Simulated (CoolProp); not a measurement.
A simple Rankine cycle with n-heptane: condensing at 316.15 K, boiler at 2.38 MPa, turbine inlet 570.2 K, turbine efficiency 0.8, pump efficiency 0.6, no recuperator. Each further row changes one setting.

The numbers come from the reference Helmholtz-energy equation of state, Span 2003 in CoolProp. It is a short technical equation, of lower accuracy than the large ones.

| case | thermal efficiency (%) | net work (kJ/kg) | heat in (kJ/kg) | turbine exit temperature (K) | volume ratio over the turbine |
|---|---|---|---|---|---|
| as stated | 18.1 | 157 | 868 | 485.6 | 209 |
| turbine inlet 590.2 K | 17.8 | 166 | 933 | 507.7 | 196 |
| condensing temperature 308.15 K | 19.0 | 168 | 887 | 481.1 | 296 |
| boiler pressure 1.67 MPa | 17.2 | 154 | 892 | 496.7 | 129 |
| turbine efficiency 0.7 | 15.8 | 137 | 868 | 493.8 | 213 |
